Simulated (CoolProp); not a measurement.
Methane at several states: density (kg/m³) from the reference equation and from simpler models built on Tc = -82.6 °C, pc = 4.599 MPa, ω = 0.011; each cubic takes its own stable root.

Model: reference Helmholtz-energy equation of state, Setzmann 1991, in CoolProp.

| T (°C) | p (MPa) | phase | reference |
|---|---|---|---|
| -97.65 | 0.105 | gas | 1.166 |
| 52.85 | 7.44 | supercritical | 47.85 |
| -86.85 | 6.69 | liquid | 284.8 |
| -61.65 | 16.4 | supercritical | 278.2 |
| 178.45 | 12.9 | supercritical | 55.31 |

Q: How far does each simpler model (van der Waals, Redlich-Kwong, Soave-Redlich-Kwong) lie from the reference over these 5 states: mean and median of the absolute difference, and the worst?

A: 
- van der Waals: mean 10.8 %, median 3.5 %, worst -27.2 % at -86.85 °C and 6.69 MPa
- Redlich-Kwong: mean 3.2 %, median 0.8 %, worst -9.3 % at -86.85 °C and 6.69 MPa
- Soave-Redlich-Kwong: mean 3.5 %, median 1.4 %, worst -9.3 % at -86.85 °C and 6.69 MPa
